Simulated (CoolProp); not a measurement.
Vapour-liquid equilibrium of R134a (1) + R142b (2) at 251.3 K; x and y are mole fractions of (1).

The numbers come from the multi-fluid Helmholtz-energy mixture model, Tillner-Roth 1994 and Lemmon 2006; pair parameters Bell 2016 in CoolProp.

```json
[
 {"x": "0.05", "bubble pressure (MPa)": "0.06311", "y at the bubble point": "0.115", "dew pressure at overall composition x (MPa)": "0.06053", "liquid density (mol/L)": "12.20"},
 {"x": "0.125", "bubble pressure (MPa)": "0.06952", "y at the bubble point": "0.256", "dew pressure at overall composition x (MPa)": "0.06355", "liquid density (mol/L)": "12.28"},
 {"x": "0.2", "bubble pressure (MPa)": "0.07559", "y at the bubble point": "0.370", "dew pressure at overall composition x (MPa)": "0.06685", "liquid density (mol/L)": "12.36"},
 {"x": "0.275", "bubble pressure (MPa)": "0.08131", "y at the bubble point": "0.464", "dew pressure at overall composition x (MPa)": "0.07048", "liquid density (mol/L)": "12.44"},
 {"x": "0.35", "bubble pressure (MPa)": "0.08670", "y at the bubble point": "0.544", "dew pressure at overall composition x (MPa)": "0.07447", "liquid density (mol/L)": "12.52"},
 {"x": "0.425", "bubble pressure (MPa)": "0.09177", "y at the bubble point": "0.613", "dew pressure at overall composition x (MPa)": "0.07886", "liquid density (mol/L)": "12.61"},
 {"x": "0.5", "bubble pressure (MPa)": "0.09653", "y at the bubble point": "0.674", "dew pressure at overall composition x (MPa)": "0.08367", "liquid density (mol/L)": "12.70"},
 {"x": "0.575", "bubble pressure (MPa)": "0.1010", "y at the bubble point": "0.729", "dew pressure at overall composition x (MPa)": "0.08893", "liquid density (mol/L)": "12.79"},
 {"x": "0.65", "bubble pressure (MPa)": "0.1053", "y at the bubble point": "0.780", "dew pressure at overall composition x (MPa)": "0.09462", "liquid density (mol/L)": "12.88"},
 {"x": "0.725", "bubble pressure (MPa)": "0.1093", "y at the bubble point": "0.828", "dew pressure at overall composition x (MPa)": "0.1007", "liquid density (mol/L)": "12.98"},
 {"x": "0.8", "bubble pressure (MPa)": "0.1131", "y at the bubble point": "0.875", "dew pressure at overall composition x (MPa)": "0.1069", "liquid density (mol/L)": "13.08"},
 {"x": "0.875", "bubble pressure (MPa)": "0.1167", "y at the bubble point": "0.921", "dew pressure at overall composition x (MPa)": "0.1131", "liquid density (mol/L)": "13.18"},
 {"x": "0.95", "bubble pressure (MPa)": "0.1202", "y at the bubble point": "0.968", "dew pressure at overall composition x (MPa)": "0.1189", "liquid density (mol/L)": "13.29"}
]
```

No azeotrope shows between x = 0.05 and 0.95.

Pair parameters are fitted to limited data, so mixtures are less certain than the pure fluids.
